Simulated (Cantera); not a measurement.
An adiabatic, constant-pressure homogeneous reactor starts with 11.2 % CH4, 18.7 % O2, 70.1 % N2, at 1700 K and 2600000 Pa.

Detailed kinetics in Cantera: GRI-Mech 3.0 (53 species, 325 reactions). The pressure lies above the range GRI-Mech 3.0 was tuned for (to about 10 atm). Above 3000 K some thermodynamic fits are extrapolated.

Problem. Predict: time of steepest temperature rise; temperature at 4.00 s; equilibrium temperature; x(O2) at 4.00 s; x(O) at 4.00 s; x(OH) at 4.00 s; x(NO) at 4.00 s; x(CO2) at 4.00 s.

Solution. 
```
Quantity                                                             Value
---------------------------------  ---------------------------------------
time of steepest temperature rise                                  16.6 µs
temperature at 4.00 s                                               3074 K
equilibrium temperature                                             3074 K
x(O2) at 4.00 s                    0.00416 (gas-phase equilibrium 0.00416)
x(O) at 4.00 s                     0.00184 (gas-phase equilibrium 0.00184)
x(OH) at 4.00 s                      0.0135 (gas-phase equilibrium 0.0135)
x(NO) at 4.00 s                    0.00673 (gas-phase equilibrium 0.00673)
x(CO2) at 4.00 s                     0.0456 (gas-phase equilibrium 0.0456)
```
